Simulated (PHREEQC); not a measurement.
Solution (20 °C): 0.02 mol H3PO4 and 0.039 mol H2SO4 per kg of water. Closed to the air; pH follows from the charge balance.

Computed with PHREEQC (ion-association model, wateq4f.dat).

This is a speciation only: nothing precipitates in the calculation.

Question: What pH, ionic strength does the model give?

Answer: pH 1.34; ionic strength 0.0672 mol/kgw.

Question: In which forms is S present?

Answer: HSO4- 68 %, SO4-2 32 % of the S.

H3PO4, which wateq4f.dat lacks, is added to it with the constant of phreeqc.dat.
